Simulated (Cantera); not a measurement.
Standard-state values (1 bar) from the NASA 1993 polynomials, evaluated with Cantera. Values are per mole of reaction as written; species without (g) are pure solids or liquids, kept so even where they would boil at 1 bar.

B3O3F3(g) → 3 F(g) + 3 O(g) + 3 B, with ΔH° = 3350.9 kJ and ΔS° = 634.8 J/K at 300 K.

Q: How far is the shortcut ΔG° ≈ ΔH°(300 K) − T·ΔS°(300 K) from the full temperature-dependent value at 2500, 2525, 2550, 2575, 2600, 2625 K?

A: 
| T (K) | shortcut (kJ) | full (kJ) | difference (kJ) | difference in log10 K | condensed phases |
|---|---|---|---|---|---|
| 2500 | 1764.0 | 1669.1 | 94.9 | -1.98 | B(l) |
| 2525 | 1748.1 | 1650.4 | 97.7 | -2.02 | B(l) |
| 2550 | 1732.2 | 1631.7 | 100.5 | -2.06 | B(l) |
| 2575 | 1716.4 | 1613.0 | 103.4 | -2.10 | B(l) |
| 2600 | 1700.5 | 1594.3 | 106.2 | -2.13 | B(l) |
| 2625 | 1684.6 | 1575.6 | 109.0 | -2.17 | B(l) |
The shortcut ignores heat capacities and the phase changes listed.
